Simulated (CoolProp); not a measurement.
Vapour-liquid equilibrium of CH2F2 (R32) (1) + dimethyl ether (2) at 4.01 bar; x and y are mole fractions of (1).

Computed with CoolProp (multi-fluid Helmholtz-energy mixture model, Tillner-Roth 1997 and Wu 2011; pair parameters Bell 2016).

Question: Give the bubble temperature and the first vapour's composition at x = 0.35, 0.425, 0.875. Is there an azeotrope?

Answer: x = 0.35: -3.4 °C, y = 0.603; x = 0.425: -6.1 °C, y = 0.680; x = 0.875: -17.9 °C, y = 0.951. No azeotrope shows between x = 0.05 and 0.95.

The pair parameters rest on a limited set of measurements; away from them the model extrapolates.
